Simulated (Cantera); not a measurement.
A closed system holds: 1 mol SiO2, 1 mol CH4, 1 mol CO, at 2200 K and 0.133 bar.

Equilibrium computed with Cantera from the NASA thermochemical tables; the gas is ideal and each condensed phase is pure. Candidate condensed phases: C, C6H6, C7H8, C8H18, H2O, Si, SiC, SiO2; 123 gas species. Kinetics and transport are ignored.

Base state: CO 0.398, H2 0.393, SiO 0.199, H 0.00967, Si 0.000114, H2O 0.000109, CO2 2.09e-5, SiH 1.15e-5 (mole fractions); condensed: gas only.

What changes in the equilibrium state with this change: CH4 from 1 to 4.2 mol?


```tsv
species	before	after
H2	0.393	0.723
CO	0.398	0.258
H	0.00967	0.0131
SiO	0.199	0.00365
SiC2	1.30e-9	2.85e-5
C2H2 (acetylene)	1.19e-7	0.00185
Si2C	2.79e-8	1.74e-5
CH4	5.90e-8	1.83e-5
CO2	2.09e-5	9.56e-8
C(graphite), mol	0	1.24
SiC(s), mol	0	0.953
```
Gases not in the tables: Si2H6 and higher silanes.

What changes in the equilibrium state with this change: temperature from 2200 K to 1023.15 K?


```
species                before    after
-------------------  --------  -------
H2                      0.393    0.662
CO                      0.398    0.321
H2O                  0.000109  0.00774
SiO                     0.199    <1e-9
H                     0.00967  9.26e-9
Si                   0.000114    <1e-9
C(graphite), mol            0     1.02
SiO2(β-quartz), mol         0     1.00
```
